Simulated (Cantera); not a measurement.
Cantera run, input and output.

```python
import numpy as np
import cantera as ct

gas = ct.Solution("h2o2.yaml")
gas.TPX = 600, 13332, {'H2': 1, 'O2': 0.25, 'N2': 0.94}
flame = ct.FreeFlame(gas, width=0.16)
flame.set_refine_criteria(ratio=3, slope=0.08, curve=0.16)
flame.transport_model = "mixture-averaged"
flame.solve(loglevel=0, auto=True)
flame.transport_model = "multicomponent"
flame.soret_enabled = True
flame.solve(loglevel=0, refine_grid=True)
z, T = flame.grid, flame.T
thick = (T[-1] - T[0]) / np.gradient(T, z).max()
show = ['H2', 'O2', 'H2O', 'OH', 'H', 'O']
print(f"laminar burning velocity  {flame.velocity[0] * 100:.3f} cm/s")
print(f"burnt temperature         {T[-1]:.1f} K")
print(f"thermal thickness         {thick * 1e3:.4f} mm")
print(f"grid points               {len(z)}")
z0 = z[flame.heat_release_rate.argmax()]
print(f"{'z/mm':>9s}{'T/K':>9s}{'u/(m/s)':>9s}" + "".join(f"{s:>11s}" for s in show))
rows = []
for k in (-3, -2, -1.5, -1, -0.5, -0.25, 0, 0.25, 0.5, 1, 2, 4, 8):
    zz = z0 + k * thick
    rows.append([k * thick, np.interp(zz, z, T), np.interp(zz, z, flame.velocity),
                 *(np.interp(zz, z, flame.X[gas.species_index(s)]) for s in show)])
    print(f"{rows[-1][0] * 1e3:9.3f}{rows[-1][1]:9.1f}{rows[-1][2]:9.3f}" + "".join(f"{x:11.3e}" for x in rows[-1][3:]))
```

Result:

```
laminar burning velocity  655.665 cm/s
burnt temperature         2256.8 K
thermal thickness         6.1188 mm
grid points               133
     z/mm      T/K  u/(m/s)         H2         O2        H2O         OH          H          O
  -18.356    600.0    6.557  4.566e-01  1.142e-01  2.161e-14  3.451e-17  5.403e-14  5.451e-16
  -12.238    600.0    6.557  4.566e-01  1.142e-01  4.953e-12  2.551e-14  4.305e-11  3.769e-13
   -9.178    600.0    6.557  4.566e-01  1.142e-01  2.081e-10  1.849e-12  3.333e-09  2.413e-11
   -6.119    600.0    6.557  4.566e-01  1.142e-01  1.144e-07  1.578e-09  8.753e-07  5.655e-09
   -3.059    614.0    6.679  4.525e-01  1.143e-01  9.562e-04  3.167e-05  7.528e-04  1.301e-05
   -1.530    746.1    7.985  4.232e-01  1.102e-01  1.372e-02  2.298e-04  1.330e-02  2.903e-04
    0.000   1110.3   11.612  2.760e-01  5.779e-02  1.213e-01  2.050e-03  9.014e-02  4.621e-03
    1.530   1343.6   13.980  1.801e-01  5.301e-03  2.235e-01  3.193e-03  1.338e-01  3.118e-03
    3.059   1431.9   14.828  1.797e-01  1.610e-03  2.319e-01  3.710e-03  1.276e-01  2.399e-03
    6.119   1536.1   15.801  1.889e-01  1.307e-03  2.335e-01  4.493e-03  1.135e-01  2.300e-03
   12.238   1658.6   16.913  1.999e-01  1.088e-03  2.355e-01  5.229e-03  9.617e-02  2.044e-03
   24.475   1789.0   18.063  2.112e-01  8.074e-04  2.386e-01  5.634e-03  7.765e-02  1.610e-03
   48.951   1916.4   19.154  2.218e-01  5.273e-04  2.423e-01  5.510e-03  5.951e-02  1.106e-03
```

Detailed kinetics in Cantera: the H2/O2 subset of GRI-Mech 3.0, which has no nitrogen chemistry. Burning velocities carry a grid error of a few per cent, more on coarse grids.
